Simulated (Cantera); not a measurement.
Input: 1 mol C2H2, 0.075 mol O2, held at 2000 K and 0.330 bar.

Equilibrium computed with Cantera from the NASA thermochemical tables; the gas is ideal and each condensed phase is pure. Candidate condensed phases: C, C6H6, C7H8, C8H18, H2O; 110 gas species. The numbers say what is thermodynamically allowed, not how fast it happens.

Base state: H2 0.866, CO 0.130, H 0.00263, C2H2 (acetylene) 0.000665, CH4 0.000105 (mole fractions); condensed: C(graphite).

Problem. What changes in the equilibrium state with this change: O2 from 0.075 to 0.89 mol?

Solution. 
```
species             before     after
----------------  --------  --------
CO                   0.130     0.640
H2                   0.866     0.358
H                  0.00263   0.00169
CH4               0.000105   1.80e-5
C2H2 (acetylene)  0.000665  0.000275
C(graphite), mol      1.85     0.218
```

Problem. What changes in the equilibrium state with this change: temperature from 2000 K to 1098 K?

Solution. 
```
species             before     after
----------------  --------  --------
H2                   0.866     0.859
CO                   0.130     0.128
CH4               0.000105   0.00891
H2O                4.36e-6   0.00333
H                  0.00263   3.99e-8
C2H2 (acetylene)  0.000665   1.09e-8
CO2                1.43e-7  0.000492
C(graphite), mol      1.85      1.84
```

Problem. What changes in the equilibrium state with this change: O2 from 0.075 to 1.3 mol?

Solution. 
```tsv
species	before	after
CO	0.130	0.590
H2	0.866	0.209
H2O	4.36e-6	0.124
CO2	1.43e-7	0.0762
C2H2 (acetylene)	0.000665	<1e-9
CH4	0.000105	<1e-9
OH	1.33e-9	7.65e-5
H	0.00263	0.00129
C(graphite), mol	1.85	0
```
